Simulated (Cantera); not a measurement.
A Cantera script and its output.

```python
import numpy as np
import cantera as ct

gas = ct.Solution("gri30.yaml")
gas.TPX = 1698, 68000, {'CO': 1, 'H2': 0.48, 'CH4': 0.14, 'O2': 0.927, 'N2': 3.49}
reactor = ct.IdealGasReactor(gas, energy="on", clone=False)
net = ct.ReactorNet([reactor])
net.rtol, net.atol = 1e-08, 1e-16
show = ['CO', 'H2', 'CH4', 'HO2', 'C2H', 'H2O2', 'HCO']
times = np.geomspace(1e-06, 0.4, 15)

steps = ct.SolutionArray(gas, extra=["t"])
rows = []
print(f"{'t/s':>10s}{'T/K':>9s}{'P/Pa':>11s}" + "".join(f"{s:>11s}" for s in show))
for t in times:
    while net.time < t:
        t_next = net.step()
        steps.append(gas.state, t=t_next)
    rows.append([np.interp(t, steps.t, y) for y in (steps.T, steps.P, *steps(*show).X.T)])
    print(f"{t:10.3e}{rows[-1][0]:9.1f}{rows[-1][1]:11.4g}" + "".join(f"{x:11.3e}" for x in rows[-1][2:]))
rate = np.gradient(steps.T, steps.t)
print("integrator steps:", len(steps.t))
if steps.T.max() > steps.T[0] + 200:
    print(f"time of steepest temperature rise: {steps.t[rate.argmax()]:.4e} s")
gas.TPX = 1698, 68000, {'CO': 1, 'H2': 0.48, 'CH4': 0.14, 'O2': 0.927, 'N2': 3.49}
gas.equilibrate("UV")
print(f"equilibrium (UV): T = {gas.T:.1f} K  " + "  ".join(f"{s} {gas[s].X[0]:.3e}" for s in show))
```

Result:

```
       t/s      T/K       P/Pa         CO         H2        CH4        HO2        C2H       H2O2        HCO
 1.000e-06   1698.0    6.8e+04  1.656e-01  7.951e-02  2.319e-02  4.828e-07  9.678e-24  2.195e-09  5.935e-11
 2.513e-06   1698.0    6.8e+04  1.656e-01  7.951e-02  2.319e-02  1.118e-06  5.597e-22  9.990e-09  1.357e-10
 6.314e-06   1698.0    6.8e+04  1.656e-01  7.948e-02  2.317e-02  2.424e-06  5.475e-19  3.278e-08  6.144e-10
 1.587e-05   1702.0  6.817e+04  1.655e-01  7.788e-02  2.184e-02  1.837e-05  2.362e-12  1.676e-07  1.239e-06
 3.986e-05   2292.9  9.232e+04  1.214e-01  2.148e-02  6.766e-16  6.070e-06  1.599e-20  1.478e-07  3.143e-07
 1.002e-04   2609.6  1.029e+05  1.180e-01  1.977e-02  6.948e-16  5.386e-06  2.981e-19  1.195e-07  2.020e-07
 2.517e-04   2894.5   1.12e+05  1.115e-01  1.690e-02  3.160e-15  8.821e-06  4.006e-18  2.478e-07  1.568e-07
 6.325e-04   2921.0  1.127e+05  1.107e-01  1.671e-02  4.298e-15  9.036e-06  5.408e-18  2.744e-07  1.567e-07
 1.589e-03   2916.1  1.124e+05  1.109e-01  1.686e-02  4.497e-15  8.623e-06  5.369e-18  2.665e-07  1.558e-07
 3.993e-03   2915.6  1.124e+05  1.109e-01  1.688e-02  4.520e-15  8.576e-06  5.364e-18  2.656e-07  1.556e-07
 1.003e-02   2915.6  1.124e+05  1.109e-01  1.688e-02  4.520e-15  8.576e-06  5.364e-18  2.656e-07  1.556e-07
 2.521e-02   2915.6  1.124e+05  1.109e-01  1.688e-02  4.520e-15  8.576e-06  5.364e-18  2.656e-07  1.556e-07
 6.335e-02   2915.6  1.124e+05  1.109e-01  1.688e-02  4.520e-15  8.576e-06  5.364e-18  2.656e-07  1.556e-07
 1.592e-01   2915.6  1.124e+05  1.109e-01  1.688e-02  4.520e-15  8.576e-06  5.364e-18  2.656e-07  1.556e-07
 4.000e-01   2915.6  1.124e+05  1.109e-01  1.688e-02  4.520e-15  8.576e-06  5.364e-18  2.656e-07  1.556e-07
integrator steps: 1418
time of steepest temperature rise: 2.3838e-05 s
equilibrium (UV): T = 2915.6 K  CO 1.109e-01  H2 1.688e-02  CH4 6.161e-15  HO2 8.576e-06  C2H 5.574e-18  H2O2 2.656e-07  HCO 1.556e-07
```

Model: GRI-Mech 3.0 (53 species, 325 reactions), integrated in Cantera.
